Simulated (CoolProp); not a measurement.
Vapour-liquid equilibrium of hydrogen chloride (1) + ethane (2) at 238.6 K; x and y are mole fractions of (1).

Values from CoolProp's multi-fluid Helmholtz-energy mixture model, Thol 2018 and Bücker 2006; pair parameters Bell 2016.

| x | bubble pressure, mixture model (bar) | bubble pressure, Raoult's law (bar) | y, mixture model | y, Raoult's law |
|---|---|---|---|---|
| 0.05 | 9.997 | 9.256 | 0.106 | 0.050 |
| 0.15 | 11.11 | 9.257 | 0.253 | 0.150 |
| 0.25 | 11.82 | 9.258 | 0.353 | 0.250 |
| 0.35 | 12.25 | 9.258 | 0.426 | 0.350 |
| 0.45 | 12.46 | 9.259 | 0.485 | 0.450 |
| 0.55 | 12.49 | 9.260 | 0.537 | 0.550 |
| 0.65 | 12.37 | 9.260 | 0.588 | 0.650 |
| 0.75 | 12.06 | 9.261 | 0.648 | 0.750 |
| 0.85 | 11.43 | 9.261 | 0.732 | 0.850 |
| 0.95 | 10.22 | 9.262 | 0.876 | 0.950 |

The largest gap from Raoult's law is +34.9 % in bubble pressure, at x = 0.55. y crosses x between x = 0.45 and 0.55: the model has an azeotrope there.

The pair parameters rest on a limited set of measurements; away from them the model extrapolates.
